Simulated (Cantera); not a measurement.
An isothermal, constant-pressure homogeneous reactor starts with 0.436 % CO, 0.357 % O2, 0.129 % H2O, 99.1 % N2, at 1400 K and 0.330 bar.

Detailed kinetics in Cantera: GRI-Mech 3.0 (53 species, 325 reactions).

x: mole fraction; the columns are a selection and need not sum to one.

```csv
t (s),x CO,x O2,x H2O,x CO2,x H
4.00e-6,0.00436,0.00357,0.00129,1.52e-11,<1e-12
2.35e-5,0.00436,0.00357,0.00129,8.97e-11,<1e-12
0.000139,0.00436,0.00357,0.00129,5.32e-10,3.73e-12
0.000816,0.00436,0.00357,0.00129,3.58e-9,2.07e-10
0.00480,0.00436,0.00357,0.00129,1.53e-7,…
0.0283,0.00177,0.00217,0.000823,0.00259,…
0.167,0.000219,0.00148,0.00123,0.00415,…
0.980,1.37e-5,0.00139,0.00128,0.00436,…
5.77,9.80e-7,0.00139,0.00129,0.00437,…
34.0,2.20e-7,0.00139,0.00129,0.00437,…
200,2.01e-7,0.00139,0.00129,0.00437,…
```

Problem. Fill in the missing entries.

Solution. 
- 0.00480, x H: 2.09e-8
- 0.0283, x H: 0.000630
- 0.167, x H: 3.80e-5
- 0.980, x H: 5.85e-7
- 5.77, x H: 1.33e-8
- 34.0, x H: 1.59e-9
- 200, x H: 1.41e-9
